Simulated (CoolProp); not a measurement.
Model: reference Helmholtz-energy equation of state, Thol 2015, in CoolProp.

### Question
For 1,2-dichloroethane, give the phase and the density (kg/m³), cp (kJ/(kg K)), cv (kJ/(kg K)), Joule-Thomson coefficient (K/MPa) at 226.85 °C and 3.92 MPa; 226.85 °C and 7.28 MPa.

### Answer
- 226.85 °C and 3.92 MPa: liquid; density 882, cp 1.68, cv 1.06, Joule-Thomson coefficient 0.380
- 226.85 °C and 7.28 MPa: liquid; density 905, cp 1.61, cv 1.05, Joule-Thomson coefficient 0.208
